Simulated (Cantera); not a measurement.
A perfectly stirred reactor is fed with CH4 : N2 = 1 : 52 (molar parts), at 1.01 bar; it is held at 1725 K, and followed from long to short residence time.

Computed with Cantera and GRI-Mech 3.0 (53 species, 325 reactions). GRI-Mech 3.0 stops at C3 and has no aromatics, soot or wall deposition, so with more carbon than oxygen in the feed, carbon stays in small species such as C2H2 where larger ones or solid carbon would form.

Task: What does this change do: CH4 1 to 0.17 parts?

Result: 
| quantity | before | after |
|---|---|---|
| x(CH4) at τ = 2.30 s | 0.00110 | 0.000192 |
| x(HCN) at τ = 2.30 s | 1.95e-5 | 5.17e-5 |
| x(C2H) at τ = 2.30 s | 6.05e-8 | 2.50e-8 |
| x(CH3) at τ = 2.30 s | 2.45e-5 | 1.02e-5 |
| x(CH2) at τ = 2.30 s | 2.81e-8 | 2.72e-8 |
| x(CH4) at τ = 54.0 ms | 0.00627 | 0.00111 |
| x(HCN) at τ = 54.0 ms | 1.89e-6 | 4.40e-6 |
| x(C2H) at τ = 54.0 ms | 4.26e-8 | 1.80e-8 |
| x(CH3) at τ = 54.0 ms | 0.000137 | 5.69e-5 |
| x(CH2) at τ = 54.0 ms | 1.43e-7 | 1.28e-7 |
